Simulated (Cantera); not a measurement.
**Diamond growth**

A diamond (100) surface in a fixed gas of H2 with x(CH4) = 0.0071, x(H) = 0.0034, x(CH3) = 2.1e-05, at 923 K; coverages are run to steady state.

Cantera simulation using the Harris–Goodwin 1993 mechanism for the reconstructed diamond (100) surface; the numbers are that mechanism's predictions, not measurements.

| P (Pa) | growth (µm/h) | θ c6HH | θ c6H* | θ c6*H | θ c6** | θ c6HM |
|---|---|---|---|---|---|---|
| 1200 | 0.0872 | 0.666 | 0.0120 | 0.311 | 0.00529 | 0.00453 |
| 1600 | 0.117 | 0.666 | 0.0120 | 0.311 | 0.00529 | 0.00456 |
| 2200 | 0.162 | 0.666 | 0.0120 | 0.311 | 0.00529 | 0.00459 |
| 3100 | 0.229 | 0.666 | 0.0120 | 0.311 | 0.00530 | 0.00461 |
| 4200 | 0.312 | 0.666 | 0.0120 | 0.311 | 0.00530 | 0.00463 |
| 5700 | 0.424 | 0.666 | 0.0120 | 0.311 | 0.00530 | 0.00464 |
| 7800 | 0.581 | 0.666 | 0.0121 | 0.311 | 0.00530 | 0.00465 |
| 11000 | 0.820 | 0.666 | 0.0121 | 0.311 | 0.00530 | 0.00465 |
θ: site fractions in the mechanism's names (c6HH fully hydrogenated, c6H* and c6*H radical sites, c6** diradical, c6HM methylated).
